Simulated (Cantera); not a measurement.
A perfectly stirred reactor is fed with CH4 : C2H6 : O2 : N2 = 1 : 0.055 : 3.85 : 36.2 (molar parts), equivalence ratio 0.57, at 9.87 atm; it is adiabatic with a 750 K inlet, and is followed from long to short residence time, starting on the burning branch (τ in s: 0.2, 0.087, 0.037, 0.016, 0.0068, 0.0029, 0.0012, 0.00053, 0.00023, 9.7e-05).

Computed with Cantera and GRI-Mech 3.0 (53 species, 325 reactions).

Question: Predict: blow-out, bracketed by the residence times tried; x(CH4) at τ = 0.200 s; x(C2H6) at τ = 0.200 s; x(O2) at τ = 0.200 s; x(C2H2) at τ = 0.200 s; x(H2O2) at τ = 0.200 s; x(CH4) at τ = 2.90 ms; x(C2H6) at τ = 2.90 ms; x(O2) at τ = 2.90 ms.

Answer: 
- blow-out, bracketed by the residence times tried = burning at 16.0 ms, out at 6.80 ms
- x(CH4) at τ = 0.200 s = 4.89e-5
- x(C2H6) at τ = 0.200 s = 8.37e-7
- x(O2) at τ = 0.200 s = 0.0406
- x(C2H2) at τ = 0.200 s = 6.13e-7
- x(H2O2) at τ = 0.200 s = 6.77e-8
- x(CH4) at τ = 2.90 ms = 0.0243
- x(C2H6) at τ = 2.90 ms = 0.00134
- x(O2) at τ = 2.90 ms = 0.0937
